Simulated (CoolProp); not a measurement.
The fluid at 298.15 K and 5.21 MPa is throttled through a valve to 0.249 MPa with no heat exchange. The same conditions are run with several fluids, on thermodynamics alone (safety and materials aside).

Values from CoolProp's reference Helmholtz-energy equation of state of each fluid (R1233zd(E): Akasaka 2022; R123: Younglove 1994; propane: Lemmon 2009; tetradecamethylhexasiloxane (MD4M): Thol 2019; n-perfluorohexane: Gao 2022).

```
fluid                               temperature change (K)                       final phase  final density (kg/m³)
----------------------------------  ----------------------  --------------------------------  ---------------------
R1233zd(E)                                            +1.5                            liquid                   1260
R123                                                  +1.6                            liquid                    ___
propane                                              -44.5  two-phase, vapour fraction 0.283                   19.3
tetradecamethylhexasiloxane (MD4M)                    +2.2                            liquid                    ___
n-perfluorohexane                                      ___                            liquid                   1670
```

Problem. Fill in the missing entries.

Solution. 
- R123, final density (kg/m³): 1460
- tetradecamethylhexasiloxane (MD4M), final density (kg/m³): 885
- n-perfluorohexane, temperature change (K): +1.4
